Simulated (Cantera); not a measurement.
Charge: 1 mol SiO2, 1.2 mol NF3, 0.46 mol H2, equilibrated at 825 °C and 1.00 Torr.

These are equilibrium values from Cantera (NASA tables, ideal gas, pure condensed phases), not measurements of a reactor. Candidate condensed phases: H2O, Si, SiO2, Si2N2O, Si3N4; 58 gas species. Rates play no part.

Question: What is the equilibrium state?

Answer: 
- x(HF): 0.306
- x(SiF4): 0.239
- x(O2): 0.235
- x(N2): 0.211
- x(H2O): 0.00836
- x(NO): 4.57e-5
- x(OH): 1.03e-6
- n(SiO2(β-quartz)): 0.318 mol
- gas amount: 2.848 mol
- log10 activity of Si(s) (absent): -30.41
